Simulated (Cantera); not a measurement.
Input (Python, Cantera):

```python
import numpy as np
import cantera as ct

gas = ct.Solution("gri30.yaml")
gas.TPX = 1400, 93000, {'CO': 0.012, 'O2': 0.0021, 'H2O': 0.00028, 'N2': 1, 'CH4': 0.0015}
reactor = ct.IdealGasConstPressureReactor(gas, energy="off", clone=False)
net = ct.ReactorNet([reactor])
net.rtol, net.atol = 1e-08, 1e-18
show = ['CO', 'O2', 'H2O', 'NO2', 'N2O', 'NO', 'O']
times = np.geomspace(6e-05, 30, 9)

steps = ct.SolutionArray(gas, extra=["t"])
rows = []
print(f"{'t/s':>10s}{'T/K':>9s}{'P/Pa':>11s}" + "".join(f"{s:>11s}" for s in show))
for t in times:
    while net.time < t:
        t_next = net.step()
        steps.append(gas.state, t=t_next)
    rows.append([np.interp(t, steps.t, y) for y in (steps.T, steps.P, *steps(*show).X.T)])
    print(f"{t:10.3e}{rows[-1][0]:9.1f}{rows[-1][1]:11.4g}" + "".join(f"{x:11.3e}" for x in rows[-1][2:]))
rate = np.gradient(steps.T, steps.t)
print("integrator steps:", len(steps.t))
if steps.T.max() > steps.T[0] + 200:
    print(f"time of steepest temperature rise: {steps.t[rate.argmax()]:.4e} s")
gas.TPX = 1400, 93000, {'CO': 0.012, 'O2': 0.0021, 'H2O': 0.00028, 'N2': 1, 'CH4': 0.0015}
gas.equilibrate("TP")
print(f"equilibrium (TP): T = {gas.T:.1f} K  " + "  ".join(f"{s} {gas[s].X[0]:.3e}" for s in show))
```

Output:

```
       t/s      T/K       P/Pa         CO         O2        H2O        NO2        N2O         NO          O
 6.000e-05   1400.0    9.3e+04  1.181e-02  2.067e-03  2.756e-04  3.687e-24  2.486e-14  4.377e-17  6.919e-10
 3.094e-04   1400.0    9.3e+04  1.181e-02  2.067e-03  2.756e-04  1.178e-21  2.873e-13  7.268e-16  1.186e-09
 1.595e-03   1400.0    9.3e+04  1.181e-02  2.067e-03  2.757e-04  9.292e-20  1.996e-12  5.540e-15  1.356e-09
 8.227e-03   1400.0    9.3e+04  1.181e-02  2.067e-03  2.760e-04  4.100e-18  1.356e-11  4.570e-14  2.216e-09
 4.243e-02   1400.0    9.3e+04  1.181e-02  2.058e-03  2.820e-04  5.576e-16  1.483e-10  7.870e-13  7.270e-09
 2.188e-01   1400.0    9.3e+04  1.178e-02  1.148e-05  1.506e-03  4.260e-12  2.763e-09  8.763e-07  2.086e-08
 1.128e+00   1400.0    9.3e+04  1.160e-02  4.408e-07  1.345e-03  4.224e-13  2.390e-10  8.041e-07  2.670e-11
 5.818e+00   1400.0    9.3e+04  1.144e-02  5.086e-09  1.190e-03  6.930e-15  1.163e-10  6.935e-07  4.707e-13
 3.000e+01   1400.0    9.3e+04  1.120e-02  3.870e-14  9.474e-04  1.044e-15  3.388e-11  3.427e-07  1.934e-13
integrator steps: 2018
equilibrium (TP): T = 1400.0 K  CO 1.125e-02  O2 3.392e-14  H2O 9.059e-04  NO2 9.384e-19  N2O 2.236e-14  NO 3.270e-10  O 1.819e-13
```

Detailed kinetics in Cantera: GRI-Mech 3.0 (53 species, 325 reactions).
